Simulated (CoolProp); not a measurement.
The numbers come from the reference Helmholtz-energy equation of state, Setzmann 1991 in CoolProp.

Give the vapour pressure (bar), vapour density (kg/m³), surface tension (mN/m), liquid viscosity (µPa s) of saturated methane at 136.6, 141.9, 173.6 K.


| T (K) | p (bar) | vapour density (kg/m³) | surface tension (mN/m) | liquid viscosity (µPa s) |
|---|---|---|---|---|
| 136.6 | 5.35 | 8.54 | 8.18 | 72.2 |
| 141.9 | 7.06 | 11.2 | 7.22 | 65.9 |
| 173.6 | 26.5 | 45.6 | 1.99 | 36.6 |

Viscosity comes from a separate model (Quiñones-Cisneros 2006). Surface tension comes from a separate correlation (Mulero 2012).
